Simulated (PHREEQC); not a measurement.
A column of 0.1 m (30 cells, dispersivity 0.005 m, 720 s a shift, diffusion coefficient 3e-10 m²/s) holds 0.0023 eq of the database's cation exchanger X per kg of pore water, first in equilibrium with 0.0017 mol/kgw KCl and 1e-05 mol/kgw HCl. It is flushed with 0.47 mmol/kgw SrCl2, 0.64 mmol/kgw CuCl2 and 0.01 mmol/kgw HCl, at 15 °C. Values are for the last cell. No CO2 enters from the air. Precipitation was switched off in this run.

Model: ion-association model, phreeqc.dat, run in PHREEQC.

```json
[
 {"pore volumes": "0", "Cu in solution (mol/kgw)": "0", "Sr in solution (mol/kgw)": "0", "K in solution (mol/kgw)": "0.00170", "Cl in solution (mol/kgw)": "0.00171"},
 {"pore volumes": "0.35", "Cu in solution (mol/kgw)": "0", "Sr in solution (mol/kgw)": "0", "K in solution (mol/kgw)": "0.00170", "Cl in solution (mol/kgw)": "0.00171"},
 {"pore volumes": "0.85", "Cu in solution (mol/kgw)": "0", "Sr in solution (mol/kgw)": "0", "K in solution (mol/kgw)": "0.00189", "Cl in solution (mol/kgw)": "0.00190"},
 {"pore volumes": "1.183", "Cu in solution (mol/kgw)": "0", "Sr in solution (mol/kgw)": "0", "K in solution (mol/kgw)": "0.00209", "Cl in solution (mol/kgw)": "0.00210"},
 {"pore volumes": "1.517", "Cu in solution (mol/kgw)": "(withheld)", "Sr in solution (mol/kgw)": "0", "K in solution (mol/kgw)": "(withheld)", "Cl in solution (mol/kgw)": "(withheld)"},
 {"pore volumes": "2.017", "Cu in solution (mol/kgw)": "0.000596", "Sr in solution (mol/kgw)": "7.91e-5", "K in solution (mol/kgw)": "0.000866", "Cl in solution (mol/kgw)": "0.00223"},
 {"pore volumes": "2.35", "Cu in solution (mol/kgw)": "0.000754", "Sr in solution (mol/kgw)": "0.000262", "K in solution (mol/kgw)": "0.000188", "Cl in solution (mol/kgw)": "0.00223"},
 {"pore volumes": "2.683", "Cu in solution (mol/kgw)": "0.000722", "Sr in solution (mol/kgw)": "0.000366", "K in solution (mol/kgw)": "4.41e-5", "Cl in solution (mol/kgw)": "0.00223"},
 {"pore volumes": "3.017", "Cu in solution (mol/kgw)": "(withheld)", "Sr in solution (mol/kgw)": "0.000418", "K in solution (mol/kgw)": "1.06e-5", "Cl in solution (mol/kgw)": "0.00223"},
 {"pore volumes": "3.517", "Cu in solution (mol/kgw)": "0.000657", "Sr in solution (mol/kgw)": "0.000452", "K in solution (mol/kgw)": "1.28e-6", "Cl in solution (mol/kgw)": "0.00223"},
 {"pore volumes": "3.85", "Cu in solution (mol/kgw)": "0.000649", "Sr in solution (mol/kgw)": "0.000461", "K in solution (mol/kgw)": "3.16e-7", "Cl in solution (mol/kgw)": "0.00223"},
 {"pore volumes": "4.183", "Cu in solution (mol/kgw)": "0.000644", "Sr in solution (mol/kgw)": "0.000466", "K in solution (mol/kgw)": "7.81e-8", "Cl in solution (mol/kgw)": "0.00223"},
 {"pore volumes": "4.683", "Cu in solution (mol/kgw)": "0.000642", "Sr in solution (mol/kgw)": "0.000468", "K in solution (mol/kgw)": "9.65e-9", "Cl in solution (mol/kgw)": "0.00223"},
 {"pore volumes": "5.017", "Cu in solution (mol/kgw)": "0.000641", "Sr in solution (mol/kgw)": "0.000469", "K in solution (mol/kgw)": "2.40e-9", "Cl in solution (mol/kgw)": "0.00223"}
]
```

Problem. Some entries are withheld; supply them.

Solution. 
- 1.517, Cu in solution (mol/kgw): 8.46e-12
- 1.517, K in solution (mol/kgw): 0.00218
- 1.517, Cl in solution (mol/kgw): 0.00219
- 3.017, Cu in solution (mol/kgw): 0.000686
